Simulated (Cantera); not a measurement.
What does this Cantera script print?

```python
import numpy as np
import cantera as ct

gas = ct.Solution("SiF4_NH3_mec.yaml", "gas")
gas.TPX = 1600, 5100, {'NH3': 1, 'H2': 0.14}
reactor = ct.IdealGasConstPressureReactor(gas, energy="off", clone=False)
net = ct.ReactorNet([reactor])
net.rtol, net.atol = 1e-08, 1e-18
show = ['NH3', 'H2', 'H', 'NH', 'NH2']
times = np.geomspace(0.0004, 20, 11)

steps = ct.SolutionArray(gas, extra=["t"])
rows = []
print(f"{'t/s':>10s}{'T/K':>9s}{'P/Pa':>11s}" + "".join(f"{s:>11s}" for s in show))
for t in times:
    while net.time < t:
        t_next = net.step()
        steps.append(gas.state, t=t_next)
    rows.append([np.interp(t, steps.t, y) for y in (steps.T, steps.P, *steps(*show).X.T)])
    print(f"{t:10.3e}{rows[-1][0]:9.1f}{rows[-1][1]:11.4g}" + "".join(f"{x:11.3e}" for x in rows[-1][2:]))
rate = np.gradient(steps.T, steps.t)
print("integrator steps:", len(steps.t))
if steps.T.max() > steps.T[0] + 200:
    print(f"time of steepest temperature rise: {steps.t[rate.argmax()]:.4e} s")
gas.TPX = 1600, 5100, {'NH3': 1, 'H2': 0.14}
gas.equilibrate("TP")
print(f"equilibrium (TP): T = {gas.T:.1f} K  " + "  ".join(f"{s} {gas[s].X[0]:.3e}" for s in show))
```

Result:

```
       t/s      T/K       P/Pa        NH3         H2          H         NH        NH2
 4.000e-04   1600.0       5100  8.772e-01  1.228e-01  9.244e-08  6.174e-11  1.496e-06
 1.180e-03   1600.0       5100  8.772e-01  1.228e-01  2.644e-07  6.336e-10  4.419e-06
 3.482e-03   1600.0       5100  8.772e-01  1.228e-01  7.709e-07  5.780e-09  1.302e-05
 1.027e-02   1600.0       5100  8.771e-01  1.228e-01  2.250e-06  4.912e-08  3.814e-05
 3.031e-02   1600.0       5100  8.769e-01  1.229e-01  5.978e-06  3.249e-07  1.012e-04
 8.944e-02   1600.0       5100  8.758e-01  1.237e-01  8.393e-06  6.058e-07  1.409e-04
 2.639e-01   1600.0       5100  8.720e-01  1.265e-01  8.620e-06  6.105e-07  1.409e-04
 7.786e-01   1600.0       5100  8.611e-01  1.345e-01  9.198e-06  6.125e-07  1.397e-04
 2.297e+00   1600.0       5100  8.301e-01  1.572e-01  1.087e-05  6.162e-07  1.362e-04
 6.778e+00   1600.0       5100  7.482e-01  2.173e-01  1.553e-05  6.158e-07  1.270e-04
 2.000e+01   1600.0       5100  5.684e-01  3.492e-01  2.731e-05  5.842e-07  1.057e-04
integrator steps: 677
equilibrium (TP): T = 1600.0 K  NH3 7.623e-07  H2 7.662e-01  H 2.121e-04  NH 1.034e-11  NH2 5.023e-10
```

Detailed kinetics in Cantera: the gas-phase N/H chemistry of the illustrative SiF4/NH3 mechanism in the Surface Chemkin manual (1991). Walls and surfaces, which speed up NH3 decomposition in real reactors, are not modelled.
